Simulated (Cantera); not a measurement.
What does this Cantera script print?

```python
import numpy as np
import cantera as ct

gas = ct.Solution("gri30.yaml")
gas.TPX = 1950, 19, {'C2H6': 1, 'H2': 9.6}
inlet = ct.Reservoir(gas, clone=True)

reactor = ct.IdealGasConstPressureReactor(gas, energy="off", clone=False)
exhaust = ct.Reservoir(gas, clone=True)
tau = [2.7, 1.2, 0.55, 0.25, 0.11, 0.052, 0.024, 0.011, 0.005][0]
for a, b in ((inlet, reactor), (reactor, exhaust)):
    ct.MassFlowController(a, b, mdot=lambda t: reactor.mass / tau)
net = ct.ReactorNet([reactor])
show = ['C2H6', 'H2', 'C2H4', 'CH4', 'H']

rows = []
print(f"{'tau/s':>10s}{'T/K':>9s}" + "".join(f"{s:>11s}" for s in show))
for tau in [2.7, 1.2, 0.55, 0.25, 0.11, 0.052, 0.024, 0.011, 0.005]:
    net.initial_time = 0.0
    net.advance(30 * tau)
    before = gas.X
    net.advance(40 * tau)
    drift = np.max(np.abs(gas.X - before) / (gas.X + 1e-9))
    rows.append([gas.T, *gas[show].X, drift])
    print(f"{tau:10.3e}{gas.T:9.1f}" + "".join(f"{x:11.3e}" for x in gas[show].X))
```

Output:

```
     tau/s      T/K       C2H6         H2       C2H4        CH4          H
 2.700e+00   1950.0  4.972e-05  8.951e-01  3.468e-04  2.381e-02  9.375e-03
 1.200e+00   1950.0  1.098e-04  8.878e-01  6.785e-04  3.336e-02  9.820e-03
 5.500e-01   1950.0  2.325e-04  8.791e-01  1.225e-03  4.411e-02  1.048e-02
 2.500e-01   1950.0  4.913e-04  8.690e-01  2.101e-03  5.584e-02  1.133e-02
 1.100e-01   1950.0  1.064e-03  8.580e-01  3.452e-03  6.757e-02  1.232e-02
 5.200e-02   1950.0  2.148e-03  8.487e-01  5.105e-03  7.600e-02  1.314e-02
 2.400e-02   1950.0  4.448e-03  8.418e-01  7.146e-03  7.997e-02  1.364e-02
 1.100e-02   1950.0  9.296e-03  8.399e-01  9.175e-03  7.610e-02  1.333e-02
 5.000e-03   1950.0  1.932e-02  8.458e-01  1.011e-02  6.120e-02  1.169e-02
```

Detailed kinetics in Cantera: GRI-Mech 3.0 (53 species, 325 reactions). GRI-Mech 3.0 stops at C3 and has no aromatics, soot or wall deposition, so with more carbon than oxygen in the feed, carbon stays in small species such as C2H2 where larger ones or solid carbon would form. Radical loss at walls, strong at low pressure, is not modelled.
